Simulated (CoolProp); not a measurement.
Computed with CoolProp (reference Helmholtz-energy equation of state, Lemmon 2006). It is a short technical equation, of lower accuracy than the large ones.

Task: For isopentane, give the phase and the cp (kJ/(kg K)) at 487.3 K and 0.186 MPa.

Result: 
- 487.3 K and 0.186 MPa: gas; cp 2.50
